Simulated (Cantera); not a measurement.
# Ti(OiPr)₄ + NH₃ (titanium nitride, carbide and oxide coatings)

Feed: 1 mol Ti(OiPr)₄, 1 mol NH₃, at 2198.15 K and 100 Torr.

These are equilibrium values from Cantera (NASA tables, ideal gas, pure condensed phases), not measurements of a reactor. Candidate condensed phases: C, C₆H₆, C₇H₈, C₈H₁₈, H₂O, Ti, TiC, TiN, TiO, TiO₂, Ti₂O₃, Ti₃O₅, Ti₄O₇; 139 gas species. The feed counts by its element totals alone. TiC: taken at fixed stoichiometry. Equilibrium is a limit: real reactors are often held back by kinetics, nucleation or transport.

```yaml
x(H₂): 0.759
x(CO): 0.199
x(N₂): 0.0227
x(H): 0.0133
x(HCN): 0.00393
x(C₂H₂ (acetylene)): 0.00193
x(HNC): 0.000310
x(CH₄): 2.03e-5
x(CH₃): 6.81e-6
n(C(graphite)): 6.84 mol
n(TiC(s)): 1.000 mol
gas_amount: 20.13 mol
log10 activity of Ti(l) (absent): -3.63
log10 activity of Ti₂O₃(l) (absent): -11.23
log10 activity of Ti₃O₅(l) (absent): -18.49
```
